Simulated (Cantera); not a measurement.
A freely propagating, adiabatic, planar premixed flame of H2 : O2 : N2 = 1 : 0.217 : 0.587 (molar parts), unburnt at 600 K and 0.296 atm; mixture-averaged transport, grid criteria slope 0.08 and curve 0.16, no radiation.

Model: the H2/O2 subset of GRI-Mech 3.0, which has no nitrogen chemistry, integrated in Cantera. Burning velocities carry a grid error of a few per cent, more on coarse grids.

Question: What does this change do: O2 0.217 to 0.17 parts?

Answer: 
```csv
quantity,before,after
laminar burning velocity,904 cm/s,732 cm/s
thermal thickness,2.06 mm,2.31 mm
peak x(O),0.00478,0.00235
peak x(HO2),9.45e-5,7.74e-5
peak x(H),0.136,0.102
```

Question: What does this change do: inlet temperature 600 to 325 K?

Answer: 
```csv
quantity,before,after
laminar burning velocity,904 cm/s,362 cm/s
thermal thickness,2.06 mm,1.71 mm
peak x(O),0.00478,0.00344
peak x(HO2),9.45e-5,0.000230
peak x(H),0.136,0.109
```
